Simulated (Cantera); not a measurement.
Charge: 1 mol C₂H₄, 0.27 mol CO₂, 12 mol N₂, 1.6 mol H₂O, equilibrated at 925 K.

Cantera equilibrium calculation (NASA polynomials, part measured and part estimated; ideal gas, pure solids and liquids). Candidate condensed phases: C, C₆H₆, C₇H₈, C₈H₁₈, H₂O; 136 gas species. The ideal-gas law is rough above about 30 bar. Equilibrium is a limit: real reactors are often held back by kinetics, nucleation or transport.

Question: What share of the C ends up in condensed phases as a function of P (Pa), at 10, 100, 1000, 10000, 100000, 1000000, 10000000?

Answer: 
```csv
P (Pa),C condensed (%),as
10,5.7,C(graphite)
100,5.8,C(graphite)
1000,6.3,C(graphite)
10000,10.4,C(graphite)
100000,27.2,C(graphite)
1000000,39.3,C(graphite)
10000000,36.2,C(graphite)
```
